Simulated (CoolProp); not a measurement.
Aqueous ammonia as a coolant, at 29 °C, 1 atm.

Computed with CoolProp (Melinder's fits for secondary coolants).

```json
[
 {"mass %": "4.6", "freezing point (°C)": "-5.6", "cp (kJ/(kg K))": "4.187", "Prandtl number": "6.34", "conductivity (W/(m K))": "0.579", "density (kg/m³)": "975.8"},
 {"mass %": "7.1", "freezing point (°C)": "-9.0", "cp (kJ/(kg K))": "4.190", "Prandtl number": "6.58", "conductivity (W/(m K))": "0.564", "density (kg/m³)": "965.6"},
 {"mass %": "9.6", "freezing point (°C)": "-12.9", "cp (kJ/(kg K))": "4.192", "Prandtl number": "6.83", "conductivity (W/(m K))": "0.550", "density (kg/m³)": "955.8"},
 {"mass %": "12.1", "freezing point (°C)": "-17.3", "cp (kJ/(kg K))": "4.194", "Prandtl number": "7.17", "conductivity (W/(m K))": "0.535", "density (kg/m³)": "946.3"},
 {"mass %": "14.6", "freezing point (°C)": "-22.4", "cp (kJ/(kg K))": "4.196", "Prandtl number": "7.58", "conductivity (W/(m K))": "0.521", "density (kg/m³)": "937.2"},
 {"mass %": "17.2", "freezing point (°C)": "-28.5", "cp (kJ/(kg K))": "4.199", "Prandtl number": "8.05", "conductivity (W/(m K))": "0.508", "density (kg/m³)": "927.9"},
 {"mass %": "19.7", "freezing point (°C)": "-35.5", "cp (kJ/(kg K))": "4.203", "Prandtl number": "8.44", "conductivity (W/(m K))": "0.496", "density (kg/m³)": "919.2"},
 {"mass %": "22.2", "freezing point (°C)": "-43.9", "cp (kJ/(kg K))": "4.209", "Prandtl number": "8.73", "conductivity (W/(m K))": "0.485", "density (kg/m³)": "910.7"},
 {"mass %": "24.7", "freezing point (°C)": "-54.1", "cp (kJ/(kg K))": "4.216", "Prandtl number": "8.89", "conductivity (W/(m K))": "0.477", "density (kg/m³)": "902.5"},
 {"mass %": "27.2", "freezing point (°C)": "-66.6", "cp (kJ/(kg K))": "4.223", "Prandtl number": "9.03", "conductivity (W/(m K))": "0.470", "density (kg/m³)": "894.5"}
]
```
